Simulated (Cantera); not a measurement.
## Silicon etching in halogen gases: Si + HF + H2

A closed system holds: 1 mol Si, a varied amount of HF, 23 mol H2, held at 573 K and 2.50 mbar.

These are equilibrium values from Cantera (NASA tables, ideal gas, pure condensed phases), not measurements of a reactor. Candidate condensed phases: Si; 25 gas species. Kinetics and transport are ignored.

```
n(HF) (mol)   x H2      x HF  x SiF4   x SiHF3  x SiH2F2  n Si(s)
-----------  -----  --------  ------  --------  --------  -------
2.3          0.977  3.09e-10  0.0227  0.000670   1.48e-5    0.421
3.6          0.965  3.41e-10  0.0343  0.000907   1.80e-5   0.0939
4.9          0.929    0.0335  0.0372  9.64e-12    <1e-12        0
6.2          0.887    0.0780  0.0355  3.76e-12    <1e-12        0
7.5          0.847     0.119  0.0339  2.26e-12    <1e-12        0
8.9          0.809     0.159  0.0324  1.54e-12    <1e-12        0
10           0.781     0.188  0.0312  1.22e-12    <1e-12        0
11           0.758     0.212  0.0303  1.01e-12    <1e-12        0
13           0.714     0.257  0.0286    <1e-12    <1e-12        0
14           0.694     0.278  0.0278    <1e-12    <1e-12        0
15           0.676     0.297  0.0270    <1e-12    <1e-12        0
17           0.641     0.333  0.0256    <1e-12    <1e-12        0
```
x: gas mole fraction; n: condensed amount in mol.

From 2.3 mol HF to 3.6 mol HF the condensed part is Si(s). From 4.9 mol HF to 17 mol HF nothing is condensed. The main Si-bearing gas is SiF4 throughout.
